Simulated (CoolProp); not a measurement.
A single-stage vapour-compression cycle with R1132(E): evaporating at 291.15 K (dew point), condensing at 337.15 K (bubble point), superheat 2 K, subcooling 5 K, compressor efficiency 0.85, no pressure losses. Each further row changes one setting.

Values from CoolProp's reference Helmholtz-energy equation of state, Akasaka 2024.

| case | cooling COP | pressure ratio | discharge temperature (K) | refrigerating effect (kJ/kg) | volumetric capacity (kJ/m³) |
|---|---|---|---|---|---|
| as stated | 3.64 | 2.96 | 359.8 | 144 | 6520 |
| evaporating temperature 296.15 K | 4.26 | ___ | ___ | ___ | 7590 |
| condensing temperature 332.15 K | ___ | 2.66 | 352.8 | 156 | ___ |
| subcooling 10 K | 3.96 | 2.96 | 359.8 | 157 | ___ |
| superheat 12 K | 3.67 | 2.96 | ___ | 157 | 6620 |
| compressor efficiency 0.75 | 3.21 | 2.96 | 363.1 | 144 | 6520 |

Question: Fill in the missing entries.

Answer: 
- evaporating temperature 296.15 K, pressure ratio: 2.59
- evaporating temperature 296.15 K, discharge temperature (K): 357.6
- evaporating temperature 296.15 K, refrigerating effect (kJ/kg): 146
- condensing temperature 332.15 K, cooling COP: 4.36
- condensing temperature 332.15 K, volumetric capacity (kJ/m³): 7040
- subcooling 10 K, volumetric capacity (kJ/m³): 7090
- superheat 12 K, discharge temperature (K): 369.4
